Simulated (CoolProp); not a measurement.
Properties of vinyl chloride along the isobar 331 bar.

Values from CoolProp's reference Helmholtz-energy equation of state, Thol 2022.

| T (°C) | phase | density (kg/m³) | isothermal compressibility (1/MPa) | expansivity (1/kK) | fugacity coefficient |
|---|---|---|---|---|---|
| 54.65 | liquid | 912.1 | 0.001786 | 1.573 | 0.05428 |
| 61.45 | liquid | 902.3 | 0.001889 | 1.592 | 0.06232 |
| 68.25 | liquid | 892.6 | 0.001998 | 1.613 | 0.07105 |
| 75.15 | liquid | 882.6 | 0.002118 | 1.635 | 0.08059 |
| 81.95 | liquid | 872.8 | 0.002244 | 1.658 | 0.09069 |
| 88.75 | liquid | 862.9 | 0.002379 | ___ | 0.1014 |
| 95.55 | liquid | 853.0 | 0.002523 | 1.710 | 0.1129 |
| 102.35 | liquid | 843.1 | 0.002679 | 1.738 | 0.1249 |
| 109.15 | liquid | 833.1 | 0.002846 | 1.768 | ___ |
| 115.95 | liquid | 823.1 | 0.003026 | 1.800 | 0.1508 |
| 122.75 | liquid | 813.0 | 0.003220 | 1.835 | 0.1646 |
| 129.65 | liquid | 802.6 | 0.003433 | 1.871 | 0.1792 |
| 136.45 | liquid | 792.4 | 0.003659 | ___ | 0.1941 |
| 143.25 | liquid | ___ | 0.003903 | 1.951 | 0.2094 |
| 150.05 | liquid | 771.6 | 0.004166 | 1.994 | 0.2251 |
| 156.85 | supercritical | 761.1 | 0.004451 | 2.040 | 0.2413 |

**Question.** What belongs in the gaps?

**Answer.** 
- 88.75, expansivity (1/kK): 1.683
- 109.15, fugacity coefficient: 0.1376
- 136.45, expansivity (1/kK): 1.910
- 143.25, density (kg/m³): 782.0
